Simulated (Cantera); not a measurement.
A perfectly stirred reactor is fed with CH₄ : H₂ : O₂ = 0.003 : 1 : 0.0024 (molar parts), equivalence ratio 210, at 0.0132 atm; it is held at 3000 K, and followed from long to short residence time.

Cantera simulation using GRI-Mech 3.0 (53 species, 325 reactions); the numbers are that mechanism's predictions, not measurements. Radical loss at walls, strong at low pressure, is not modelled.

x: mole fraction; the columns are a selection and need not sum to one.

```tsv
τ (s)	x CH₄	x H₂	x O₂	x HO₂	x H₂O
14	9.01e-11	0.281	2.43e-7	3.08e-11	0.000361
3.6	3.72e-10	0.297	2.40e-7	3.27e-11	…
0.92	1.85e-9	0.354	2.20e-7	3.81e-11	0.000532
0.24	2.00e-8	0.495	1.66e-7	4.37e-11	0.000872
0.062	1.97e-6	0.715	3.43e-7	1.05e-10	0.00140
0.016	7.66e-5	0.872	2.98e-6	1.93e-9	0.00279
0.0042	0.000484	0.930	2.22e-5	2.53e-8	0.00412
0.0011	…	0.958	…	…	0.00428
```

**Question.** Fill in the missing entries.

**Answer.** 
- 3.6, x H₂O: 0.000399
- 0.0011, x CH₄: 0.00142
- 0.0011, x O₂: 0.000146
- 0.0011, x HO₂: 2.51e-7
